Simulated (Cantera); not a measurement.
An adiabatic, constant-pressure homogeneous reactor starts with C3H8 : O2 : N2 = 1 : 2.94 : 11.1 (molar parts), equivalence ratio 1.7, at 1775 K and 1.01 bar. Integrator tolerance rtol = 1e-08.

Detailed kinetics in Cantera: GRI-Mech 3.0 (53 species, 325 reactions). GRI-Mech 3.0 was tuned for natural gas; its chemistry of propane as a main component is partial and can be far from experiment.

```tsv
quantity	before	after
time of steepest temperature rise	16.6 µs	14.5 µs
temperature at 0.300 s	2829 K	2852 K
equilibrium temperature	2829 K	2852 K
x(C3H8) at 0.300 s	<1e-12 (gas-phase equilibrium <1e-12)	<1e-12 (gas-phase equilibrium <1e-12)
x(O2) at 0.300 s	0.00106 (gas-phase equilibrium 0.00106)	0.0231 (gas-phase equilibrium 0.0231)
x(NO) at 0.300 s	0.00238 (gas-phase equilibrium 0.00238)	0.0122 (gas-phase equilibrium 0.0122)
x(C2H6) at 0.300 s	<1e-12 (gas-phase equilibrium <1e-12)	<1e-12 (gas-phase equilibrium <1e-12)
x(H2O) at 0.300 s	0.113 (gas-phase equilibrium 0.113)	0.110 (gas-phase equilibrium 0.110)
```

Task: What was changed between the two runs?
A. C3H8 1 to 0.42 parts
B. constant volume in place of constant pressure
C. C3H8 1 to 0.6 parts
D. N2 11.1 to 31 parts

Result: C, C3H8 1 to 0.6 parts
